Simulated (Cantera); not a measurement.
Feed: 1 mol SiCl4, 4 mol NH3, held at 0.0970 bar.

Cantera equilibrium calculation (NASA polynomials, part measured and part estimated; ideal gas, pure solids and liquids). Candidate condensed phases: NH4Cl, Si, Si3N4; 28 gas species. Kinetics and transport are ignored.

Question: What share of the Si ends up in condensed phases as a function of T (°C), at 652, 702, 752, 802, 852, 902, 952, 1002, 1052, 1102?

Answer: 
| T (°C) | Si condensed (%) | as |
|---|---|---|
| 652 | 73.9 | Si3N4(s) |
| 702 | 76.0 | Si3N4(s) |
| 752 | 77.8 | Si3N4(s) |
| 802 | 79.3 | Si3N4(s) |
| 852 | 80.7 | Si3N4(s) |
| 902 | 81.7 | Si3N4(s) |
| 952 | 82.5 | Si3N4(s) |
| 1002 | 83.0 | Si3N4(s) |
| 1052 | 82.8 | Si3N4(s) |
| 1102 | 81.6 | Si3N4(s) |
